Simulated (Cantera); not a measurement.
An isothermal, constant-pressure homogeneous reactor starts with H₂ : O₂ : N₂ : H₂O = 1.4 : 1 : 5 : 0.47 (molar parts), equivalence ratio 0.70, at 1075 K and 95000 Pa.

Computed with Cantera and GRI-Mech 3.0 (53 species, 325 reactions). The temperature is held fixed by assumption; the heat of reaction is taken as removed at once.

One state of this run: x H₂ = 0.00962; x O₂ = 0.0464; x NO = 5.87e-7; x H₂O₂ = 1.11e-5; x O = 4.37e-5; x N₂O = 3.68e-8. x: mole fraction; the columns are a selection and need not sum to one.

Task: Which value of t (s) does it belong to?
(A) 2.44e-5
(B) 0.302
(C) 0.000564
(D) 0.00458

Result: C, 0.000564
